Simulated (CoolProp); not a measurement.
Model: reference Helmholtz-energy equation of state, Akasaka 2020, in CoolProp.

Q: Give the vapour pressure (kPa), liquid density (kg/m³), enthalpy of vaporisation (kJ/kg), liquid cp (kJ/(kg K)) of saturated R1123 at -24.45 °C.

A: 
```
T (°C)  p (kPa)  liquid density (kg/m³)  enthalpy of vaporisation (kJ/kg)  liquid cp (kJ/(kg K))
------  -------  ----------------------  --------------------------------  ---------------------
-24.45      492                    1220                               196                   1.37
```
